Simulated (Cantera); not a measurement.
N2O furnace oxynitridation

An isothermal, constant-pressure homogeneous reactor starts with N2O : H2 : N2 = 1 : 0.0086 : 6.3 (molar parts), at 1450 K and 750 Torr.

Model: GRI-Mech 3.0 (53 species, 325 reactions), integrated in Cantera. GRI-Mech 3.0 was tuned for natural gas; its chemistry of N2O as a main component is partial and can be far from experiment. The temperature is held fixed by assumption; the heat of reaction is taken as removed at once.

```tsv
t (s)	x N2O	x H2	x N2	x O2	x OH	x H	x H2O
9.00e-6	0.137	0.00118	0.862	2.52e-6	1.61e-6	3.32e-7	1.84e-7
3.01e-5	0.137	0.00116	0.862	1.99e-5	1.32e-5	1.33e-6	5.71e-6
0.000101	0.136	0.00104	0.862	0.000107	5.58e-5	3.79e-6	0.000100
0.000338	0.135	0.000521	0.863	0.000465	8.27e-5	2.98e-6	0.000609
0.00113	0.131	7.55e-5	0.865	0.00172	4.61e-5	4.83e-7	0.00107
0.00379	0.121	1.31e-6	0.870	0.00557	3.11e-5	1.71e-7	0.00115
0.0127	0.0925	1.57e-7	0.882	0.0161	3.10e-5	1.67e-7	0.00114
0.0424	0.0415	1.31e-7	0.905	0.0357	2.69e-5	1.28e-7	0.00111
0.142	0.00546	4.44e-8	0.922	0.0505	1.43e-5	2.34e-8	0.00110
0.476	3.22e-5	5.08e-9	0.925	0.0530	4.00e-6	7.63e-10	0.00110
1.59	1.74e-7	4.56e-9	0.925	0.0530	3.72e-6	6.44e-10	0.00110
5.33	1.73e-7	4.56e-9	0.925	0.0530	3.72e-6	6.44e-10	0.00110
17.8	1.73e-7	4.56e-9	0.925	0.0531	3.72e-6	6.44e-10	0.00110
59.7	1.70e-7	4.56e-9	0.925	0.0531	3.72e-6	6.43e-10	0.00110
200	1.62e-7	4.54e-9	0.925	0.0535	3.73e-6	6.42e-10	0.00110
```
x: mole fraction; the columns are a selection and need not sum to one.

Equilibrium at this temperature and pressure: N2O 3.88e-8, H2 4.17e-9, N2 0.935, O2 0.0632, OH 3.89e-6, H 6.15e-10, H2O 0.00110 (gas phase only).
